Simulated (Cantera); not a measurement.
A perfectly stirred reactor is fed with CH4 : O2 : N2 = 0.006 : 0.011 : 1 (molar parts), at 3.70 bar; it is held at 1123 K, and followed from long to short residence time.

Cantera simulation using GRI-Mech 3.0 (53 species, 325 reactions); the numbers are that mechanism's predictions, not measurements.

Q: What does this change do: N2 1 to 0.72 parts?

A: 
| quantity | before | after |
|---|---|---|
| x(CH4) at τ = 6.90 s | 0.000276 | 0.000356 |
| x(O2) at τ = 6.90 s | 0.000715 | 0.000838 |
| x(OH) at τ = 6.90 s | 3.36e-8 | 3.73e-8 |
| x(O) at τ = 6.90 s | 1.65e-8 | 1.72e-8 |
| x(C2H4) at τ = 6.90 s | 2.11e-5 | 2.66e-5 |
| x(CH4) at τ = 48.0 ms | 0.00590 | 0.00814 |
| x(O2) at τ = 48.0 ms | 0.0108 | 0.0149 |
| x(OH) at τ = 48.0 ms | 6.26e-11 | 1.02e-10 |
| x(O) at τ = 48.0 ms | 2.22e-11 | 3.54e-11 |
| x(C2H4) at τ = 48.0 ms | 5.88e-9 | 1.56e-8 |

Q: What does this change do: N2 1 to 2 parts?

A: 
| quantity | before | after |
|---|---|---|
| x(CH4) at τ = 6.90 s | 0.000276 | 0.000167 |
| x(O2) at τ = 6.90 s | 0.000715 | 0.000513 |
| x(OH) at τ = 6.90 s | 3.36e-8 | 2.60e-8 |
| x(O) at τ = 6.90 s | 1.65e-8 | 1.41e-8 |
| x(C2H4) at τ = 6.90 s | 2.11e-5 | 1.33e-5 |
| x(CH4) at τ = 48.0 ms | 0.00590 | 0.00297 |
| x(O2) at τ = 48.0 ms | 0.0108 | 0.00545 |
| x(OH) at τ = 48.0 ms | 6.26e-11 | 2.32e-11 |
| x(O) at τ = 48.0 ms | 2.22e-11 | 8.63e-12 |
| x(C2H4) at τ = 48.0 ms | 5.88e-9 | 7.98e-10 |
